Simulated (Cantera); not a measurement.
What does this Cantera script print?

```python
import numpy as np
import cantera as ct

gas = ct.Solution("gri30.yaml")
gas.TPX = 1175, 101325, {'CH4': 1, 'CO': 0.057, 'O2': 1.35, 'N2': 5.08}
reactor = ct.IdealGasConstPressureReactor(gas, energy="on", clone=False)
net = ct.ReactorNet([reactor])
net.rtol, net.atol = 1e-08, 1e-16
show = ['CH4', 'CO', 'O2', 'NO', 'C2H', 'CH2']
times = np.geomspace(3e-06, 3, 14)

steps = ct.SolutionArray(gas, extra=["t"])
rows = []
print(f"{'t/s':>10s}{'T/K':>9s}{'P/Pa':>11s}" + "".join(f"{s:>11s}" for s in show))
for t in times:
    while net.time < t:
        t_next = net.step()
        steps.append(gas.state, t=t_next)
    rows.append([np.interp(t, steps.t, y) for y in (steps.T, steps.P, *steps(*show).X.T)])
    print(f"{t:10.3e}{rows[-1][0]:9.1f}{rows[-1][1]:11.4g}" + "".join(f"{x:11.3e}" for x in rows[-1][2:]))
rate = np.gradient(steps.T, steps.t)
print("integrator steps:", len(steps.t))
if steps.T.max() > steps.T[0] + 200:
    print(f"time of steepest temperature rise: {steps.t[rate.argmax()]:.4e} s")
gas.TPX = 1175, 101325, {'CH4': 1, 'CO': 0.057, 'O2': 1.35, 'N2': 5.08}
gas.equilibrate("HP")
print(f"equilibrium (HP): T = {gas.T:.1f} K  " + "  ".join(f"{s} {gas[s].X[0]:.3e}" for s in show))
```

It prints:

```
       t/s      T/K       P/Pa        CH4         CO         O2         NO        C2H        CH2
 3.000e-06   1175.0  1.013e+05  1.336e-01  7.613e-03  1.803e-01  8.669e-22  2.187e-35  3.795e-19
 8.683e-06   1175.0  1.013e+05  1.336e-01  7.613e-03  1.803e-01  3.444e-21  2.218e-34  1.441e-18
 2.513e-05   1175.0  1.013e+05  1.336e-01  7.613e-03  1.803e-01  1.123e-20  2.654e-33  6.514e-18
 7.273e-05   1175.0  1.013e+05  1.336e-01  7.613e-03  1.803e-01  3.599e-20  6.945e-32  4.071e-17
 2.105e-04   1175.0  1.013e+05  1.336e-01  7.613e-03  1.803e-01  1.288e-19  8.347e-30  3.668e-16
 6.093e-04   1175.0  1.013e+05  1.336e-01  7.613e-03  1.803e-01  6.421e-19  3.189e-27  5.026e-15
 1.763e-03   1175.0  1.013e+05  1.336e-01  7.613e-03  1.803e-01  5.591e-18  2.761e-24  8.157e-14
 5.104e-03   1175.1  1.013e+05  1.335e-01  7.612e-03  1.803e-01  4.514e-17  7.023e-22  2.977e-13
 1.477e-02   1175.8  1.013e+05  1.334e-01  7.617e-03  1.802e-01  2.431e-16  3.508e-20  5.504e-13
 4.275e-02   1180.3  1.013e+05  1.325e-01  7.744e-03  1.796e-01  2.656e-15  5.937e-18  2.706e-12
 1.237e-01   2530.0  1.013e+05  5.804e-13  9.396e-02  2.585e-04  7.538e-04  5.428e-18  2.075e-13
 3.581e-01   2529.9  1.013e+05  5.804e-13  9.396e-02  2.584e-04  7.561e-04  5.428e-18  2.075e-13
 1.037e+00   2529.9  1.013e+05  5.804e-13  9.396e-02  2.584e-04  7.561e-04  5.428e-18  2.075e-13
 3.000e+00   2529.9  1.013e+05  5.804e-13  9.396e-02  2.584e-04  7.561e-04  5.428e-18  2.075e-13
integrator steps: 2540
time of steepest temperature rise: 8.7595e-02 s
equilibrium (HP): T = 2529.9 K  CH4 6.671e-13  CO 9.396e-02  O2 2.584e-04  NO 7.561e-04  C2H 5.892e-18  CH2 2.228e-13
```

Computed with Cantera and GRI-Mech 3.0 (53 species, 325 reactions).
